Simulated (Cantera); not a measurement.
A closed system holds: 1 mol SiH4, 4 mol NH3, 2.2 mol H2, equilibrated at 1923 K.

These are equilibrium values from Cantera (NASA tables, ideal gas, pure condensed phases), not measurements of a reactor. Candidate condensed phases: Si, Si3N4; 18 gas species. Gases not in the tables: Si2H6 and higher silanes. The numbers say what is thermodynamically allowed, not how fast it happens.

Problem. What share of the Si ends up in condensed phases as a function of P (Pa), at 5, 17, 59, 210, 710, 2400, 8400, 29000, 100000?

Solution. 
```tsv
P (Pa)	Si condensed (%)	as
5	0.0	-
17	0.0	-
59	61.2	Si(l)
210	89.1	Si(l)
710	96.6	Si(l)
2400	98.9	Si(l)
8400	99.6	Si(l)
29000	99.8	Si(l)
100000	99.9	Si3N4(s)
```
